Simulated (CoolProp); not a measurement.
Vapour-liquid equilibrium of carbon dioxide (1) + isobutane (2) at -22.95 °C; x and y are mole fractions of (1).

Model: multi-fluid Helmholtz-energy mixture model, Span 1996 and Bücker 2006; pair parameters Kunz 2012, in CoolProp.

```json
[
 {"x": "0.05", "bubble pressure, mixture model (MPa)": "0.2013", "bubble pressure, Raoult's law (MPa)": "0.1505", "y, mixture model": "0.684", "y, Raoult's law": "0.597"},
 {"x": "0.125", "bubble pressure, mixture model (MPa)": "0.4092", "bubble pressure, Raoult's law (MPa)": "0.2805", "y, mixture model": "0.847", "y, Raoult's law": "0.801"},
 {"x": "0.2", "bubble pressure, mixture model (MPa)": "0.6060", "bubble pressure, Raoult's law (MPa)": "0.4104", "y, mixture model": "0.899", "y, Raoult's law": "0.875"},
 {"x": "0.275", "bubble pressure, mixture model (MPa)": "0.7816", "bubble pressure, Raoult's law (MPa)": "0.5403", "y, mixture model": "0.924", "y, Raoult's law": "0.914"},
 {"x": "0.35", "bubble pressure, mixture model (MPa)": "0.9318", "bubble pressure, Raoult's law (MPa)": "0.6703", "y, mixture model": "0.938", "y, Raoult's law": "0.938"},
 {"x": "0.425", "bubble pressure, mixture model (MPa)": "1.057", "bubble pressure, Raoult's law (MPa)": "0.8002", "y, mixture model": "0.947", "y, Raoult's law": "0.954"},
 {"x": "0.5", "bubble pressure, mixture model (MPa)": "1.162", "bubble pressure, Raoult's law (MPa)": "0.9301", "y, mixture model": "0.954", "y, Raoult's law": "0.966"},
 {"x": "0.575", "bubble pressure, mixture model (MPa)": "1.252", "bubble pressure, Raoult's law (MPa)": "1.060", "y, mixture model": "0.960", "y, Raoult's law": "0.974"},
 {"x": "0.65", "bubble pressure, mixture model (MPa)": "1.334", "bubble pressure, Raoult's law (MPa)": "1.190", "y, mixture model": "0.964", "y, Raoult's law": "0.981"},
 {"x": "0.725", "bubble pressure, mixture model (MPa)": "1.414", "bubble pressure, Raoult's law (MPa)": "1.320", "y, mixture model": "0.969", "y, Raoult's law": "0.987"},
 {"x": "0.8", "bubble pressure, mixture model (MPa)": "1.500", "bubble pressure, Raoult's law (MPa)": "1.450", "y, mixture model": "0.975", "y, Raoult's law": "0.991"},
 {"x": "0.875", "bubble pressure, mixture model (MPa)": "1.596", "bubble pressure, Raoult's law (MPa)": "1.580", "y, mixture model": "0.982", "y, Raoult's law": "0.995"},
 {"x": "0.95", "bubble pressure, mixture model (MPa)": "1.708", "bubble pressure, Raoult's law (MPa)": "1.710", "y, mixture model": "0.992", "y, Raoult's law": "0.998"}
]
```

The largest gap from Raoult's law is +47.7 % in bubble pressure, at x = 0.2. No azeotrope shows between x = 0.05 and 0.95.

The pair parameters rest on a limited set of measurements; away from them the model extrapolates.
